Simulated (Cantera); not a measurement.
# Equilibrium for iron carbonyl, mercury and lead vapours: HgO + N₂

Feed: 1 mol HgO, a varied amount of N₂, held at 1177 °C and 29.3 Torr.

Equilibrium computed with Cantera from the NASA thermochemical tables; the gas is ideal and each condensed phase is pure. Candidate condensed phases: Hg, HgO; 10 gas species. The numbers say what is thermodynamically allowed, not how fast it happens.

```tsv
n(N₂) (mol)	log p N₂	log p Hg	log p O₂	log p NO	log p O	log p NO₂
6.5	-1.50	-2.31	-2.61	-4.69	-7.00	-7.86
9	-1.48	-2.43	-2.73	-4.74	-7.06	-7.97
12	-1.46	-2.54	-2.84	-4.78	-7.12	-8.07
17	-1.45	-2.68	-2.98	-4.84	-7.19	-8.20
24	-1.44	-2.82	-3.12	-4.91	-7.26	-8.33
33	-1.43	-2.95	-3.25	-4.97	-7.32	-8.46
46	-1.42	-3.09	-3.39	-5.04	-7.39	-8.60
63	-1.42	-3.22	-3.53	-5.10	-7.46	-8.73
```
log p: log10 of the partial pressure in bar; nothing condenses.

From 6.5 mol N₂ to 63 mol N₂ nothing is condensed. The main Hg-bearing gas is Hg throughout.
